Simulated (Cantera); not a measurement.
An isothermal, constant-pressure homogeneous reactor starts with NH3 : H2 = 1 : 24 (molar parts), at 1600 K and 13000 Pa. Integrator tolerance rtol = 1e-08.

Computed with Cantera and the gas-phase N/H chemistry of the illustrative SiF4/NH3 mechanism in the Surface Chemkin manual (1991). Walls and surfaces, which speed up NH3 decomposition in real reactors, are not modelled.

Problem. What does this change do: temperature 1600 to 2223 K?

Solution. 
```csv
quantity,before,after
x(NH3) at 100 s,0.0228 (gas-phase equilibrium 8.07e-7),2.45e-7 (gas-phase equilibrium 2.45e-7)
x(H2) at 100 s,0.969 (gas-phase equilibrium 0.981),0.963 (gas-phase equilibrium 0.963)
x(N) at 100 s,4.58e-9 (gas-phase equilibrium <1e-12),6.23e-9 (gas-phase equilibrium 6.23e-9)
x(NH) at 100 s,6.99e-8 (gas-phase equilibrium 3.36e-12),6.12e-9 (gas-phase equilibrium 6.12e-9)
x(NH2) at 100 s,7.14e-6 (gas-phase equilibrium 2.94e-10),1.39e-8 (gas-phase equilibrium 1.39e-8)
x(N2H4) at 100 s,1.84e-10 (gas-phase equilibrium <1e-12),<1e-12 (gas-phase equilibrium <1e-12)
x(N2) at 100 s,0.00829 (gas-phase equilibrium 0.0192),0.0191 (gas-phase equilibrium 0.0191)
```
